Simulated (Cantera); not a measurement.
Feed: 1 mol SiH2Cl2, 0.67 mol HCl, 33 mol H2, 0.031 mol C2H2, held at 13.3 mbar.

Equilibrium computed with Cantera from the NASA thermochemical tables; the gas is ideal and each condensed phase is pure. Candidate condensed phases: C, C6H6, C7H8, C8H18, Si, SiC; 109 gas species. Gases not in the tables: Si2H6 and higher silanes. Kinetics and transport are ignored.

Problem. Which condensed phases are stable at each of these points (T (K)): 2198, 2248, 2298, 2348, 2398, 2448, 2498?

Solution. 
| T (K) | condensed phases | Si condensed (%) |
|---|---|---|
| 2198 | SiC(s) | 1.7 |
| 2248 | gas only | 0.0 |
| 2298 | gas only | 0.0 |
| 2348 | gas only | 0.0 |
| 2398 | gas only | 0.0 |
| 2448 | gas only | 0.0 |
| 2498 | gas only | 0.0 |

At 2198 K the condensed part is SiC(s). From 2248 K to 2498 K nothing is condensed.
